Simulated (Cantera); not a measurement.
Cantera run, input and output.

```python
import numpy as np
import cantera as ct

gas = ct.Solution("gri30.yaml")
gas.TPX = 950, 1300, {'H2': 0.023, 'O2': 1}
reactor = ct.IdealGasConstPressureReactor(gas, energy="off", clone=False)
net = ct.ReactorNet([reactor])
net.rtol, net.atol = 1e-08, 1e-18
show = ['H2', 'O2', 'H', 'HO2', 'O']
times = np.geomspace(3e-05, 20, 14)

steps = ct.SolutionArray(gas, extra=["t"])
rows = []
print(f"{'t/s':>10s}{'T/K':>9s}{'P/Pa':>11s}" + "".join(f"{s:>11s}" for s in show))
for t in times:
    while net.time < t:
        t_next = net.step()
        steps.append(gas.state, t=t_next)
    rows.append([np.interp(t, steps.t, y) for y in (steps.T, steps.P, *steps(*show).X.T)])
    print(f"{t:10.3e}{rows[-1][0]:9.1f}{rows[-1][1]:11.4g}" + "".join(f"{x:11.3e}" for x in rows[-1][2:]))
rate = np.gradient(steps.T, steps.t)
print("integrator steps:", len(steps.t))
if steps.T.max() > steps.T[0] + 200:
    print(f"time of steepest temperature rise: {steps.t[rate.argmax()]:.4e} s")
gas.TPX = 950, 1300, {'H2': 0.023, 'O2': 1}
gas.equilibrate("TP")
print(f"equilibrium (TP): T = {gas.T:.1f} K  " + "  ".join(f"{s} {gas[s].X[0]:.3e}" for s in show))
```

It prints:

```
       t/s      T/K       P/Pa         H2         O2          H        HO2          O
 3.000e-05    950.0       1300  2.248e-02  9.775e-01  1.371e-12  1.479e-12  1.081e-13
 8.416e-05    950.0       1300  2.248e-02  9.775e-01  3.435e-12  4.161e-12  7.784e-13
 2.361e-04    950.0       1300  2.248e-02  9.775e-01  7.919e-12  1.174e-11  5.068e-12
 6.624e-04    950.0       1300  2.248e-02  9.775e-01  2.085e-11  3.341e-11  3.183e-11
 1.858e-03    950.0       1300  2.248e-02  9.775e-01  1.254e-10  1.005e-10  3.104e-10
 5.213e-03    950.0       1300  2.248e-02  9.775e-01  1.128e-08  1.219e-09  3.059e-08
 1.462e-02    950.0       1300  1.623e-02  9.733e-01  1.658e-03  5.437e-06  2.866e-03
 4.103e-02    950.0       1300  1.991e-04  9.723e-01  7.491e-04  4.062e-06  4.391e-03
 1.151e-01    950.0       1300  2.994e-05  9.762e-01  5.738e-05  1.908e-06  9.292e-04
 3.229e-01    950.0       1300  4.308e-06  9.771e-01  3.390e-06  6.954e-07  1.443e-04
 9.058e-01    950.0       1300  5.623e-07  9.772e-01  1.904e-07  1.930e-07  2.104e-05
 2.541e+00    950.0       1300  7.737e-08  9.773e-01  1.300e-08  4.605e-08  3.488e-06
 7.129e+00    950.0       1300  1.300e-08  9.773e-01  1.221e-09  1.129e-08  7.190e-07
 2.000e+01    950.0       1300  2.826e-09  9.773e-01  1.531e-10  3.084e-09  1.803e-07
integrator steps: 1482
equilibrium (TP): T = 950.0 K  H2 3.700e-12  O2 9.773e-01  H 9.447e-15  HO2 2.047e-10  O 2.773e-10
```

Cantera simulation using GRI-Mech 3.0 (53 species, 325 reactions); the numbers are that mechanism's predictions, not measurements. Radical loss at walls, strong at low pressure, is not modelled.
